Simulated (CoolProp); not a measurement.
Vapour-liquid equilibrium of hydrogen sulfide (1) + n-pentane (2) at 545 kPa; x and y are mole fractions of (1).

Model: multi-fluid Helmholtz-energy mixture model, Lemmon 2006 and Thol 2019; pair parameters Kunz 2012, in CoolProp.

Give the bubble temperature and the first vapour's composition at x = 0.275, 0.35, 0.65. Is there an azeotrope?

x = 0.275: 9.5 °C, y = 0.941; x = 0.35: 1.2 °C, y = 0.962; x = 0.65: -11.5 °C, y = 0.984. No azeotrope shows between x = 0.05 and 0.95.

The pair parameters rest on a limited set of measurements; away from them the model extrapolates. The gap from Raoult's law changes sign with composition, which may be real or a fault of the pair parameters; it wasn't checked against measurements.
